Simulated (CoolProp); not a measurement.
Saturation properties of toluene (Tc = 591.7 K, pc = 41.26 bar, ω = 0.266).

The numbers come from the reference Helmholtz-energy equation of state, Lemmon 2006 in CoolProp. It is a short technical equation, of lower accuracy than the large ones.

| T (K) | p (bar) | enthalpy of vaporisation (kJ/kg) | liquid cp (kJ/(kg K)) | liquid viscosity (µPa s) | vapour viscosity (µPa s) | liquid conductivity (mW/(m K)) |
|---|---|---|---|---|---|---|
| 314.7 | 0.08472 | 403.1 | 1.755 | 457 | 7.33 | 126 |
| 322.5 | 0.1195 | 398.5 | 1.782 | 421 | 7.50 | 124 |
| 330.4 | 0.1661 | 393.8 | 1.809 | 390 | 7.67 | 121 |
| 338.3 | 0.2266 | 389.1 | 1.836 | 362 | 7.83 | 119 |
| 346.1 | 0.3029 | 384.4 | 1.864 | 337 | 8.00 | 117 |
| 354 | 0.4002 | 379.6 | 1.893 | 315 | 8.17 | 115 |
| 361.9 | 0.5213 | 374.7 | 1.921 | 295 | 8.34 | 113 |
| 369.7 | 0.6679 | 369.8 | 1.950 | 277 | 8.50 | 111 |
| 377.6 | 0.8481 | 364.7 | 1.980 | 260 | 8.67 | 109 |
| 385.5 | 1.065 | 359.5 | 2.010 | 245 | 8.84 | 107 |
| 393.3 | 1.319 | 354.3 | 2.040 | 232 | 9.00 | 105 |
| 401.2 | 1.622 | 348.9 | 2.070 | 219 | 9.17 | 103 |
| 409.1 | 1.977 | 343.4 | 2.101 | 208 | 9.34 | 101 |
| 416.9 | 2.384 | 337.7 | 2.133 | 197 | 9.51 | 99.2 |
| 424.8 | 2.858 | 331.8 | 2.165 | 187 | 9.68 | 97.4 |

It boils at 383.7 K under 1 atm.

Viscosity comes from a separate model (Avgeri 2015). Thermal conductivity comes from a separate model (Assael 2012).
